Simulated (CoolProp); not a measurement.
A single-stage vapour-compression cycle with n-perfluorobutane: evaporating at 282.15 K (dew point), condensing at 347.15 K (bubble point), superheat 8 K, subcooling 8 K, compressor efficiency 0.65, no pressure losses. Each further row changes one setting.

The numbers come from the reference Helmholtz-energy equation of state, Gao 2022 in CoolProp.

```csv
case,cooling COP,pressure ratio,discharge temperature (K),refrigerating effect (kJ/kg),volumetric capacity (kJ/m³)
as stated,1.41,6.52,347.1,33.9,550
evaporating temperature 287.15 K,1.71,5.45,347.1,37.9,728
condensing temperature 342.15 K,1.74,5.80,342.2,40.1,650
subcooling 13 K,1.66,6.52,347.1,40.1,650
superheat 18 K,1.61,6.52,347.1,42.7,664
compressor efficiency 0.55,1.19,6.52,347.1,33.9,550
```

The compression ends wet for: as stated; evaporating temperature 287.15 K; condensing temperature 342.15 K; subcooling 13 K; superheat 18 K; compressor efficiency 0.55.
